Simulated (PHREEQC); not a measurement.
Consider water at 25 °C with 0.0094 mol/kgw NaHF2. Closed to the air; pH follows from the charge balance.

Computed with PHREEQC (ion-association model, phreeqc.dat).

Each row changes one thing in this solution. Precipitation was switched off in this run.

| case | pH | ionic strength (mol/kgw) | F- (mol/kgw) | HF (mol/kgw) | HF2- (mol/kgw) | NaF (mol/kgw) |
|---|---|---|---|---|---|---|
| as made | 3.19 | 0.0101 | 0.00974 | 0.00839 | 0.000314 | 4.25e-5 |
| diluted 2-fold with water | ? | 0.00529 | 0.00521 | 0.00402 | 8.03e-5 | 1.20e-5 |
| diluted 10-fold with water | ? | 0.00128 | 0.00128 | 0.000598 | 2.93e-6 | 6.36e-7 |
| NaHF2 from 0.0094 to 0.047 mol/kgw | ? | 0.0472 | 0.0410 | 0.0398 | 0.00625 | 0.000728 |
| 0.00023 mol/kgw H3PO4 added | ? | 0.0101 | 0.00956 | 0.00857 | 0.000314 | 4.17e-5 |

Q: What belongs in the gaps?

A: 
- diluted 2-fold with water, pH: 3.25
- diluted 10-fold with water, pH: 3.49
- NaHF2 from 0.0094 to 0.047 mol/kgw, pH: 3.10
- 0.00023 mol/kgw H3PO4 added, pH: 3.18
